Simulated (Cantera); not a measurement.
Charge: 1 mol (CH3)2SiCl2, 0.46 mol HCl, 9.1 mol H2, held at 1.00 Torr.

Equilibrium computed with Cantera from the NASA thermochemical tables; the gas is ideal and each condensed phase is pure. Candidate condensed phases: C, C6H6, C7H8, C8H18, Si, SiC; 109 gas species. The feed counts by its element totals alone. Gases not in the tables: Si2H6 and higher silanes. Rates play no part.

Question: Which condensed phases are stable at each of these points (T (K)): 1848, 1923, 1998, 2073, 2148, 2223, 2298, 2373?

Answer: 
```json
[
 {"T (K)": "1848", "condensed phases": "C(graphite) + SiC(s)", "Si condensed (%)": "95.4"},
 {"T (K)": "1923", "condensed phases": "C(graphite) + SiC(s)", "Si condensed (%)": "93.8"},
 {"T (K)": "1998", "condensed phases": "C(graphite) + SiC(s)", "Si condensed (%)": "90.7"},
 {"T (K)": "2073", "condensed phases": "C(graphite) + SiC(s)", "Si condensed (%)": "83.4"},
 {"T (K)": "2148", "condensed phases": "C(graphite) + SiC(s)", "Si condensed (%)": "64.0"},
 {"T (K)": "2223", "condensed phases": "C(graphite) + SiC(s)", "Si condensed (%)": "10.9"},
 {"T (K)": "2298", "condensed phases": "C(graphite)", "Si condensed (%)": "0.0"},
 {"T (K)": "2373", "condensed phases": "C(graphite)", "Si condensed (%)": "0.0"}
]
```

From 1848 K to 2223 K the condensed part is C(graphite) + SiC(s). From 2298 K to 2373 K the condensed part is C(graphite).
